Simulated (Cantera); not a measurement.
Reactions in the system Cl-O-Si

Standard-state values (1 bar) from the NASA 1993 polynomials, evaluated with Cantera. Values are per mole of reaction as written; species without (g) are pure solids or liquids, kept so even where they would boil at 1 bar.

O2(g) + 4 SiCl2(g) ⇌ 2 SiO(g) + 2 SiCl4(g)

```
T (K)  ΔH° (kJ)  ΔS° (J/K)  ΔG° (kJ)  log10 K
-----  --------  ---------  --------  -------
1650     -828.8     -219.3    -467.0    14.78
1725     -827.3     -218.4    -450.6    13.64
1800     -825.8     -217.5    -434.2    12.60
1875     -824.3     -216.7    -417.9    11.64
1950     -822.8     -215.9    -401.7    10.76
2025     -821.3     -215.2    -385.5     9.94
2100     -819.8     -214.5    -369.4     9.19
```
